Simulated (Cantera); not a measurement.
A closed system holds: 1 mol SiC, 0.0021 mol Si, 0.06 mol H2, held at 23.0 Pa.

Method: chemical equilibrium by Gibbs-energy minimisation in Cantera with the NASA 1993 tables (ideal gas, pure condensed phases). Candidate condensed phases: C, C6H6, C7H8, C8H18, Si, SiC; 87 gas species. Gases not in the tables: Si2H6 and higher silanes. Rates play no part.

Problem. What share of the Si ends up in condensed phases as a function of T (K), at 2048, 2148, 2248, 2348, 2448, 2548, 2648, 2748, 2848?

Solution. 
| T (K) | Si condensed (%) | as |
|---|---|---|
| 2048 | 99.8 | SiC(s) |
| 2148 | 99.2 | SiC(s) |
| 2248 | 95.1 | SiC(s) |
| 2348 | 0.0 | - |
| 2448 | 0.0 | - |
| 2548 | 0.0 | - |
| 2648 | 0.0 | - |
| 2748 | 0.0 | - |
| 2848 | 0.0 | - |
